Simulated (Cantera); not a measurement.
Feed: 1 mol SiF4, 0.0053 mol C2H4, 49 mol H2, held at 1273 K and 1.00 bar.

These are equilibrium values from Cantera (NASA tables, ideal gas, pure condensed phases), not measurements of a reactor. Candidate condensed phases: C, C6H6, C7H8, C8H18, Si, SiC; 113 gas species. The tables' values for SiF3 are old estimates; treat these amounts as uncertain. Kinetics and transport are ignored.

Base state: H2 0.979, SiF4 0.0188, HF 0.00125, SiHF3 0.00105, CH4 0.000212, SiF3 0.000134, SiH2F2 2.84e-5 (mole fractions); condensed: gas only.

Task: What changes in the equilibrium state with this change: temperature from 1273 K to 900 K?

Result: 
```json
[
 {"species": "H2", "before": "0.979", "after": "0.980"},
 {"species": "SiF4", "before": "0.0188", "after": "0.0199"},
 {"species": "CH4", "before": "0.000212", "after": "0.000212"},
 {"species": "HF", "before": "0.00125", "after": "8.27e-5"},
 {"species": "SiF3", "before": "0.000134", "after": "1.08e-7"},
 {"species": "SiH2F2", "before": "2.84e-5", "after": "1.89e-7"},
 {"species": "SiHF3", "before": "0.00105", "after": "8.22e-5"}
]
```
